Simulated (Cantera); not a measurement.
A diamond (100) surface in a fixed gas of H2 with x(CH4) = 0.0088, x(CH3) = 4e-05, at 1225 K, 135 Torr; coverages are run to steady state.

Detailed kinetics in Cantera: the Harris–Goodwin 1993 mechanism for the reconstructed diamond (100) surface.

One state of this run: growth (µm/h) = 4.85; θ c6HH = 0.425; θ c6H* = 0.0412; θ c6*H = 0.500; θ c6** = 0.0332; θ c6HM = 0.000732. θ: site fractions in the mechanism's names (c6HH fully hydrogenated, c6H* and c6*H radical sites, c6** diradical, c6HM methylated).

**Question.** Which value of x(H) does it belong to?
A. 0.091
B. 0.017
C. 0.039
D. 0.0071

**Answer.** D, 0.0071
